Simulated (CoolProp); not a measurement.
Vapour-liquid equilibrium of R143a (1) + dimethyl ether (2) at 4.87 kPa; x and y are mole fractions of (1).

Computed with CoolProp (multi-fluid Helmholtz-energy mixture model, Lemmon and Jacobsen 2000 and Wu 2011; pair parameters Bell 2016).

```
x      bubble temperature, mixture model (K)  bubble temperature, Raoult's law (K)  y, mixture model  y, Raoult's law
-----  -------------------------------------  ------------------------------------  ----------------  ---------------
0.05                                   193.3                                 193.9             0.206            0.169
0.125                                  190.5                                 191.6             0.411            0.362
0.2                                    188.3                                 189.6             0.546            0.503
0.275                                  186.5                                 187.8             0.641            0.610
0.35                                   185.1                                 186.3             0.712            0.693
0.425                                  183.8                                 184.9             0.767            0.759
0.5                                    182.8                                 183.7             0.812            0.812
0.575                                  181.8                                 182.5             0.849            0.855
0.65                                   180.9                                 181.5             0.882            0.891
0.725                                  180.1                                 180.5             0.911            0.922
0.8                                    179.4                                 179.7             0.937            0.947
0.875                                  178.7                                 178.8             0.962            0.970
0.95                                   178.0                                 178.1             0.985            0.989
```

The largest gap from Raoult's law is -1.3 K in bubble temperature, at x = 0.275. No azeotrope shows between x = 0.05 and 0.95.

Pair parameters are fitted to limited data, so mixtures are less certain than the pure fluids.
